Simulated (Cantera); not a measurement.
Stirred combustor or abatement burner

A perfectly stirred reactor is fed with CH₄ : C₂H₆ : C₃H₈ : O₂ : N₂ : H₂ = 1 : 0.046 : 0.17 : 3.17 : 11.9 : 0.1 (molar parts), at 100000 Pa; it is adiabatic with a 325 K inlet, and is followed from long to short residence time, starting on the burning branch (τ in s: 0.023, 0.012, 0.0068, 0.0037, 0.0021, 0.0011, 0.00062, 0.00034, 0.00019, 0.0001, 5.6e-05, 3.1e-05).

Detailed kinetics in Cantera: GRI-Mech 3.0 (53 species, 325 reactions). GRI-Mech 3.0 was tuned for natural gas; its chemistry of propane as a main component is partial and can be far from experiment.

| τ (s) | T (K) | x CH₄ | x C₂H₆ | x C₃H₈ | x H | x O | x CH₂CO |
|---|---|---|---|---|---|---|---|
| 0.023 | 2184 | 7.34e-6 | 5.20e-8 | 1.97e-7 | 0.000906 | 0.000731 | 2.57e-7 |
| 0.012 | 2158 | 1.17e-5 | 9.49e-8 | 3.43e-7 | 0.00129 | 0.000974 | 4.42e-7 |
| 0.0068 | 2129 | 1.74e-5 | 1.58e-7 | 5.47e-7 | 0.00178 | 0.00127 | 6.95e-7 |
| 0.0037 | 2093 | 2.69e-5 | 2.69e-7 | 8.89e-7 | 0.00252 | 0.00167 | 1.11e-6 |
| 0.0021 | 2055 | 4.11e-5 | 4.39e-7 | 1.39e-6 | 0.00342 | 0.00214 | 1.69e-6 |
| 0.0011 | 2007 | 6.84e-5 | 7.66e-7 | 2.34e-6 | 0.00472 | 0.00274 | 2.70e-6 |
| 0.00062 | 1961 | 0.000111 | 1.27e-6 | 3.78e-6 | 0.00606 | 0.00330 | 4.11e-6 |
| 0.00034 | 1910 | 0.000193 | 2.24e-6 | 6.49e-6 | 0.00748 | 0.00383 | 6.56e-6 |
| 0.00019 | 1856 | 0.000354 | 4.09e-6 | 1.17e-5 | 0.00856 | 0.00411 | 1.10e-5 |
| 0.00010 | 1784 | 0.000812 | 9.34e-6 | 2.62e-5 | 0.00858 | 0.00376 | 2.32e-5 |
| 5.6e-5 | 325 | 0.0610 | 0.00281 | 0.0104 | <1e-12 | <1e-12 | <1e-12 |
| 3.1e-5 | 325 | 0.0610 | 0.00281 | 0.0104 | <1e-12 | <1e-12 | <1e-12 |
x: mole fraction; the columns are a selection and need not sum to one.
